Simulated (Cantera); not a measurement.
## Hydrogen reduction and annealing atmospheres: Ta2O5 + H2 + H2O

Input: 1 mol Ta2O5, 3000 mol H2, 0.57 mol H2O, held at 775 °C and 0.0133 bar.

These are equilibrium values from Cantera (NASA tables, ideal gas, pure condensed phases), not measurements of a reactor. Candidate condensed phases: H2O, Ta, Ta2O5; 12 gas species. Kinetics and transport are ignored.

```json
{
 "x(H2)": "1.000",
 "x(H2O)": "0.000190",
 "n(Ta2O5(s))": "1.00 mol",
 "gas_amount": "3001 mol",
 "log10 activity of Ta(s) (absent)": "-6.54"
}
```
